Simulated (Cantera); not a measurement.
Input: 1 mol KOH, 0.0072 mol C, 0.052 mol CO2, equilibrated at 19.0 mbar.

Equilibrium computed with Cantera from the NASA thermochemical tables; the gas is ideal and each condensed phase is pure. Candidate condensed phases: C, C6H6, C7H8, C8H18, H2O, K, KOH, KO2, K2CO3, K2O, K2O2; 116 gas species. Mutual solubility and eutectic melting of coexisting phases are not modelled. Equilibrium is a limit: real reactors are often held back by kinetics, nucleation or transport.

Q: What share of the K ends up in condensed phases as a function of T (°C), at 452, 602, 752, 902, 1052, 1202, 1352, 1502?

A: 
```
T (°C)  K condensed (%)                 as
------  ---------------  -----------------
452               100.0  KOH(l) + K2CO3(s)
602               100.0  KOH(l) + K2CO3(s)
752                99.2  KOH(l) + K2CO3(s)
902                11.8           K2CO3(l)
1052               10.3           K2CO3(l)
1202                0.0                  -
1352                0.0                  -
1502                0.0                  -
```
